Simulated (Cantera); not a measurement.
A diamond (100) surface in a fixed gas of H2 with x(CH4) = 0.0029, x(H) = 0.012, at 1100 K, 0.0681 atm; coverages are run to steady state.

Model: the Harris–Goodwin 1993 mechanism for the reconstructed diamond (100) surface, integrated in Cantera.

θ: site fractions in the mechanism's names (c6HH fully hydrogenated, c6H* and c6*H radical sites, c6** diradical, c6HM methylated).

```tsv
x(CH3)	growth (µm/h)	θ c6HH	θ c6H*	θ c6*H	θ c6**	θ c6HM
1e-06	___	0.512	0.0281	0.442	0.0184	2.76e-5
2.6e-06	___	0.512	0.0281	0.442	0.0184	7.19e-5
6.6e-06	___	0.511	0.0281	0.442	0.0184	0.000182
1.7e-05	___	0.511	0.0281	0.442	0.0184	0.000470
4.3e-05	___	0.511	0.0280	0.441	0.0184	0.00119
0.00011	___	0.509	0.0279	0.440	0.0183	0.00302
0.00028	___	0.506	0.0277	0.437	0.0181	0.00763
0.00073	___	0.497	0.0272	0.428	0.0176	0.0195
0.0019	___	0.476	0.0260	0.409	0.0164	0.0479
```

### Question
What belongs in the gaps?

### Answer

- 1e-06, growth (µm/h): 0.0495
- 2.6e-06, growth (µm/h): 0.129
- 6.6e-06, growth (µm/h): 0.327
- 1.7e-05, growth (µm/h): 0.841
- 4.3e-05, growth (µm/h): 2.13
- 0.00011, growth (µm/h): 5.42
- 0.00028, growth (µm/h): 13.7
- 0.00073, growth (µm/h): 34.8
- 0.0019, growth (µm/h): 85.7
